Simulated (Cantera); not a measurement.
What does this Cantera script print?

```python
import numpy as np
import cantera as ct

gas = ct.Solution("gri30.yaml")


def delay(T, t_max=10):
    gas.TPX = T, 37000, {'CH4': 1, 'H2': 0.13, 'O2': 1.29, 'N2': 4.85}
    reactor = ct.IdealGasConstPressureReactor(gas, clone=False)
    net = ct.ReactorNet([reactor])
    net.rtol, net.atol = 1e-8, 1e-16
    while net.time < t_max:
        t_old, T_old = net.time, reactor.T
        net.step()
        if reactor.T > T + 400:  # ignition: a rise of 400 K
            return t_old + (T + 400 - T_old) / (reactor.T - T_old) * (net.time - t_old)
    return np.nan


taus = []
for T in [1050, 1150, 1250, 1350, 1450, 1550]:
    taus.append(delay(T))
    print(f"T0 = {T:6g} K   tau = {taus[-1]:.4e} s")
```

Result:

```
T0 =   1050 K   tau = 2.4141e-01 s
T0 =   1150 K   tau = 6.8845e-02 s
T0 =   1250 K   tau = 2.0596e-02 s
T0 =   1350 K   tau = 6.7914e-03 s
T0 =   1450 K   tau = 2.5644e-03 s
T0 =   1550 K   tau = 1.1245e-03 s
```

Detailed kinetics in Cantera: GRI-Mech 3.0 (53 species, 325 reactions).
